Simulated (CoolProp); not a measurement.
Properties of n-decane along the isobar 0.101 MPa.

Model: reference Helmholtz-energy equation of state, Lemmon 2006, in CoolProp. It is a short technical equation, of lower accuracy than the large ones.

```csv
T (K),phase,Z,speed of sound (m/s),Joule-Thomson coefficient (K/MPa),isothermal compressibility (1/MPa),conductivity (mW/(m K)),Prandtl number
537.7,gas,0.9701,174.2,13.92,?,31.1,0.793
543.2,gas,0.9712,175.2,?,10.20,31.8,0.791
548.7,gas,0.9724,176.3,12.88,?,32.4,0.788
554.2,gas,0.9734,177.4,?,10.18,33.1,0.786
559.7,gas,0.9745,178.4,11.96,10.17,33.7,0.783
565.1,gas,0.9754,179.4,11.54,10.16,34.3,0.781
570.6,gas,0.9763,180.4,11.13,10.15,35.0,0.779
576.1,gas,0.9772,?,10.74,10.14,35.7,0.776
581.6,gas,0.9781,182.4,10.38,10.13,?,0.774
587.1,gas,0.9789,183.4,10.03,10.12,37.0,0.772
592.6,gas,0.9796,184.4,9.695,10.11,37.6,0.770
598.1,gas,0.9803,185.4,9.377,10.10,38.3,0.768
603.5,gas,0.9810,186.3,?,10.10,?,0.766
609,gas,0.9817,187.3,8.791,10.09,39.6,0.765
614.5,gas,0.9823,188.2,8.515,10.08,40.3,0.763
620,gas,0.9829,189.2,8.252,10.07,41.0,0.761
```

**Question.** What belongs in the gaps?

**Answer.** 
- 537.7, isothermal compressibility (1/MPa): 10.22
- 543.2, Joule-Thomson coefficient (K/MPa): 13.39
- 548.7, isothermal compressibility (1/MPa): 10.19
- 554.2, Joule-Thomson coefficient (K/MPa): 12.41
- 576.1, speed of sound (m/s): 181.4
- 581.6, conductivity (mW/(m K)): 36.3
- 603.5, Joule-Thomson coefficient (K/MPa): 9.080
- 603.5, conductivity (mW/(m K)): 38.9

Viscosity comes from a separate model (Huber 2004). Thermal conductivity comes from a separate model (Huber 2005).
